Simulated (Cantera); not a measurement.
Cantera with NASA thermochemical tables; ideal gases at 1 bar, condensed phases pure. Values are per mole of reaction as written; species without (g) are pure solids or liquids, kept so even where they would boil at 1 bar.

### Question
Between 675 and 925 K, where is each reaction favourable under standard conditions?
- N₂O(g) + CrO₃(g) ⇌ Cr + 2 NO₂(g)
- 2 NH₃(g) + 2 Cr₂O₃ ⇌ O₃(g) + 2 Cr₂N + 3 H₂O(g)

### Answer
- N₂O(g) + CrO₃(g) ⇌ Cr + 2 NO₂(g): ΔG° is 268 kJ at 675 K and 263 kJ at 925 K; it stays positive (K < 1). ΔH° is 280 kJ and ΔS° 18 J/K at 925 K.
- 2 NH₃(g) + 2 Cr₂O₃ ⇌ O₃(g) + 2 Cr₂N + 3 H₂O(g): ΔG° is 1267 kJ at 675 K and 1174 kJ at 925 K; it stays positive (K < 1). ΔH° is 1519 kJ and ΔS° 374 J/K at 925 K.
